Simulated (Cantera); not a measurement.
Input: 1 mol Si2H6, 0.28 mol HCl, 160 mol H2, held at 0.00133 bar.

Equilibrium computed with Cantera from the NASA thermochemical tables; the gas is ideal and each condensed phase is pure. Candidate condensed phases: Si; 19 gas species. The feed counts by its element totals alone. Gases not in the tables: Si2H6 and higher silanes. Rates play no part.

Which condensed phases are stable at each of these points (T (°C)): 900, 950, 1000, 1050, 1100, 1150, 1200, 1250, 1300, 1350, 1400, 1450, 1500, 1550?


| T (°C) | condensed phases | Si condensed (%) |
|---|---|---|
| 900 | Si(s) | 99.9 |
| 950 | Si(s) | 99.9 |
| 1000 | Si(s) | 99.9 |
| 1050 | Si(s) | 99.9 |
| 1100 | Si(s) | 99.9 |
| 1150 | Si(s) | 99.9 |
| 1200 | Si(s) | 99.9 |
| 1250 | Si(s) | 99.8 |
| 1300 | Si(s) | 99.5 |
| 1350 | Si(s) | 98.8 |
| 1400 | Si(s) | 97.0 |
| 1450 | Si(l) | 93.3 |
| 1500 | Si(l) | 85.7 |
| 1550 | Si(l) | 70.7 |

From 900 °C to 1400 °C the condensed part is Si(s). From 1450 °C to 1550 °C the condensed part is Si(l).
